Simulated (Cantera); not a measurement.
A closed system holds: 1 mol H2S, 0.19 mol O2, at 0.100 bar.

Cantera equilibrium calculation (NASA polynomials, part measured and part estimated; ideal gas, pure solids and liquids). Candidate condensed phases: H2O, H2SO4, S; 19 gas species. Gases not in the tables: S3 to S7. Kinetics and transport are ignored.

Problem. At 925 °C, list the 7 most abundant gas species with their mole fractions, and the condensed phases.

Solution. H2S 0.378, H2O 0.298, S2 0.206, H2 0.116, SO2 0.00125, SH 0.000558, S2O 0.000329. Condensed: gas only.
